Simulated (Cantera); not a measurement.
## Low-pressure radical oxidation in H2/O2

An isothermal, constant-pressure homogeneous reactor starts with H2 : O2 : N2 = 0.41 : 1 : 0.13 (molar parts), at 1075 K and 3.08 Torr.

Cantera simulation using GRI-Mech 3.0 (53 species, 325 reactions); the numbers are that mechanism's predictions, not measurements. Radical loss at walls, strong at low pressure, is not modelled. The temperature is held fixed by assumption; the heat of reaction is taken as removed at once.

```csv
t (s),x H2,x O2,x O,x HO2,x H2O2,x OH,x N2O
0.000200,0.266,0.649,1.32e-10,6.95e-10,<1e-12,8.02e-11,<1e-12
0.00103,0.266,0.649,4.19e-9,3.60e-9,3.66e-12,1.94e-9,<1e-12
0.00532,0.265,0.649,0.000266,9.56e-7,1.11e-9,0.000121,<1e-12
0.0274,0.0124,0.536,0.0526,3.61e-6,8.47e-8,0.00647,1.46e-10
0.141,0.00355,0.583,0.0123,4.16e-6,1.77e-7,0.00356,3.11e-10
0.729,8.59e-5,0.595,0.000288,1.01e-6,1.09e-7,0.000545,6.26e-10
3.76,3.86e-6,0.595,1.35e-5,8.02e-8,2.31e-8,0.000118,7.17e-10
19.4,4.13e-7,0.595,1.48e-6,1.02e-8,5.11e-9,3.91e-5,7.50e-10
100,6.23e-8,0.595,2.26e-7,2.32e-9,1.11e-9,1.53e-5,7.57e-10
```
x: mole fraction; the columns are a selection and need not sum to one.

Equilibrium at this temperature and pressure: H2 4.38e-9, O2 0.595, O 1.59e-8, HO2 2.75e-9, H2O2 1.05e-10, OH 4.05e-6, N2O 6.92e-11 (gas phase only).
